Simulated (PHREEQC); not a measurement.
NaOH is added in steps, without added water, to 1 kg of water holding 0.99 mmol/kgw KH2PO4 and 5.3 mmol/kgw HCl, at 22 °C. O2 is buffered at 0.21 atm. The system is closed to CO2. Solids allowed: Halite. Others were left out.

Base run: PHREEQC, ion-association model, wateq4f.dat. Each further column changes one thing. The table gives HPO4-2 (mol/kgw).

| NaOH added (mol) | base | all activity coefficients set to 1 | Debye-Hückel limiting law | database phreeqc.dat | Davies equation for every ion |
|---|---|---|---|---|---|
| 0 | 1.05e-8 | (withheld) | 1.11e-8 | 1.05e-8 | 1.06e-8 |
| 0.00225 | 2.21e-8 | 1.57e-8 | (withheld) | 2.21e-8 | 2.24e-8 |
| 0.0045 | 1.06e-7 | 7.74e-8 | 1.11e-7 | 1.06e-7 | 1.08e-7 |
| 0.00675 | 0.000948 | (withheld) | 0.000947 | 0.000948 | 0.000948 |
| 0.009 | 0.000812 | 0.000855 | 0.000802 | 0.000809 | 0.000810 |
| 0.01125 | 0.000703 | (withheld) | (withheld) | 0.000698 | 0.000699 |
| 0.0135 | 0.000614 | 0.000707 | (withheld) | 0.000608 | 0.000610 |
| 0.01575 | 0.000543 | 0.000651 | (withheld) | 0.000534 | 0.000538 |
| 0.018 | 0.000484 | 0.000603 | 0.000451 | 0.000474 | 0.000478 |

Question: Complete the blanks.

Answer: 
- 0, all activity coefficients set to 1: 7.29e-9
- 0.00225, Debye-Hückel limiting law: 2.33e-8
- 0.00675, all activity coefficients set to 1: 0.000953
- 0.01125, all activity coefficients set to 1: 0.000774
- 0.01125, Debye-Hückel limiting law: 0.000685
- 0.0135, Debye-Hückel limiting law: 0.000591
- 0.01575, Debye-Hückel limiting law: 0.000514

H3PO4, which wateq4f.dat lacks, is added to it with the constant of phreeqc.dat.  phreeqc.dat and wateq4f.dat share most of their constants, so their agreement is no independent check. Solids allowed in the column 'database phreeqc.dat': Halite, Sylvite.
